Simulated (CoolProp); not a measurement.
A single-stage vapour-compression cycle with isobutane: evaporating at 318.15 K (dew point), condensing at 373.15 K (bubble point), superheat 0 K, subcooling 0 K, compressor efficiency 0.8, no pressure losses. Each further row changes one setting.

Computed with CoolProp (reference Helmholtz-energy equation of state, Bücker 2006).

```
case                              cooling COP  pressure ratio  discharge temperature (K)  refrigerating effect (kJ/kg)  volumetric capacity (kJ/m³)
--------------------------------  -----------  --------------  -------------------------  ----------------------------  ---------------------------
as stated                                2.73            3.29                      373.1                           148                         2310
evaporating temperature 323.15 K         3.18            2.90                      373.1                           155                         2730
condensing temperature 368.15 K          3.25            2.99                      368.2                           164                         2550
subcooling 5 K                           3.03            3.29                      373.1                           165                         2560
superheat 10 K                           2.89            3.29                      378.5                           168                         2480
compressor efficiency 0.7                2.39            3.29                      373.1                           148                         2310
```

The compression ends wet for: as stated; evaporating temperature 323.15 K; condensing temperature 368.15 K; subcooling 5 K; compressor efficiency 0.7.
